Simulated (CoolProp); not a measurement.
Vapour-liquid equilibrium of propylene (1) + 1-butene (2) at -72.05 °C; x and y are mole fractions of (1).

Values from CoolProp's multi-fluid Helmholtz-energy mixture model, Lemmon 2013 and Lemmon 2005; pair parameters Bell 2016.

```
x     bubble pressure (bar)  y at the bubble point  dew pressure at overall composition x (bar)  liquid density (mol/L)
----  ---------------------  ---------------------  -------------------------------------------  ----------------------
0.05                0.04168                  0.347                                      0.02998                   12.54
0.2                 0.08057                  0.714                                      0.03495                   12.91
0.35                 0.1191                  0.842                                      0.04187                   13.30
0.5                  0.1575                  0.907                                      0.05222                   13.71
0.65                 0.1957                  0.947                                      0.06933                   14.13
0.8                  0.2341                  0.975                                       0.1030                   14.57
0.95                 0.2727                  0.994                                       0.1989                   15.04
```

No azeotrope shows between x = 0.05 and 0.95.

The pair parameters rest on a limited set of measurements; away from them the model extrapolates.
